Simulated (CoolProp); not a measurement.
Vapour-liquid equilibrium of ethanol (1) + n-nonane (2) at 402.6 K; x and y are mole fractions of (1).

The numbers come from the multi-fluid Helmholtz-energy mixture model, Schroeder 2014 and Lemmon 2006; pair parameters Bell 2016 in CoolProp.

| x | bubble pressure (bar) | y at the bubble point | dew pressure at overall composition x (bar) | liquid density (mol/L) |
|---|---|---|---|---|
| 0.05 | 1.520 | 0.635 | 0.5854 | 5.063 |
| 0.2 | 3.344 | 0.840 | 0.6965 | 5.637 |
| 0.35 | 4.178 | 0.879 | 0.8579 | 6.365 |
| 0.5 | 4.573 | ? | 1.114 | 7.323 |
| 0.65 | ? | 0.908 | 1.585 | 8.638 |
| 0.8 | 5.134 | ? | 2.720 | ? |
| 0.95 | 5.511 | 0.974 | 5.336 | 13.42 |

**Question.** Some entries are withheld; supply them.

**Answer.** 
- 0.5, y at the bubble point: 0.895
- 0.65, bubble pressure (bar): 4.839
- 0.8, y at the bubble point: 0.929
- 0.8, liquid density (mol/L): 10.53

No azeotrope shows between x = 0.05 and 0.95.

The pair parameters rest on a limited set of measurements; away from them the model extrapolates. With so large a gap from Raoult's law the liquid may split in two, which this calculation doesn't test in full.
